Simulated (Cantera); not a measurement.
# Dilute partial oxidation

An isothermal, constant-pressure homogeneous reactor starts with 0.219 % CH3OH, 0.229 % O2, 99.6 % N2, equivalence ratio 1.4, at 1575 K and 0.987 atm.

Model: GRI-Mech 3.0 (53 species, 325 reactions), integrated in Cantera. GRI-Mech 3.0 was tuned for natural gas; its chemistry of methanol as a main component is partial and can be far from experiment.

```csv
t (s),x CH3OH,x O2,x CH2,x CO,x HCN
3.00e-6,0.00219,0.00229,1.95e-7,2.47e-8,<1e-12
2.25e-5,0.00217,0.00229,4.94e-7,6.93e-7,3.22e-10
0.000169,0.00137,0.00218,3.78e-7,0.000208,2.14e-8
0.00127,<1e-12,0.000411,<1e-12,0.00152,4.99e-9
0.00949,<1e-12,6.91e-5,<1e-12,0.00101,<1e-12
0.0711,<1e-12,1.22e-6,<1e-12,0.000992,<1e-12
0.533,<1e-12,1.59e-8,<1e-12,0.00100,1.19e-11
4.00,<1e-12,4.65e-10,<1e-12,0.00100,1.07e-10
30.0,<1e-12,2.98e-10,<1e-12,0.00100,5.80e-10
```
x: mole fraction; the columns are a selection and need not sum to one.

Equilibrium at this temperature and pressure: CH3OH <1e-12, O2 2.89e-10, CH2 <1e-12, CO 0.00100, HCN 2.23e-11 (gas phase only).
